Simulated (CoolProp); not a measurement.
Model: reference Helmholtz-energy equation of state, Lemmon 2005, in CoolProp. It is a short technical equation, of lower accuracy than the large ones.

Task: For 1-butene, give the phase and the density (kg/m³), cp (kJ/(kg K)), speed of sound (m/s) at -2.75 °C and 100 bar; -2.75 °C and 125 bar; -2.75 °C and 401 bar.

Result: 
- -2.75 °C and 100 bar: liquid; density 634, cp 2.14, speed of sound 1120
- -2.75 °C and 125 bar: liquid; density 637, cp 2.13, speed of sound 1140
- -2.75 °C and 401 bar: liquid; density 662, cp 2.08, speed of sound 1330
